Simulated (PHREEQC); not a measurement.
A PHREEQC input (ion-association model, phreeqc.dat):

```
SOLUTION 1
  temp 87
  units mg/L
  pH 6.33
  pe 10.5
  Na 0.129
  K 0.0515
  Ca 0.0862
  Mg 0.0438
  Cl 0.135
  S(6) 0.0601 as SO4
  Alkalinity 0.624 as HCO3
  Zn 0.000139
  Cd 0.000363
END
USE solution 8
EQUILIBRIUM_PHASES 1
  Quartz 0 0.5
  CO2(g) -2.5 10
END
```

It stops with these messages:

```
ERROR: Solution 8 not found.
```

The fault: USE names a solution that was never defined. The line should read `USE solution 1` where the input has `USE solution 8`. With the mend the run ends at pH 5.84 and ionic strength 2.11e-5 mol/kgw.
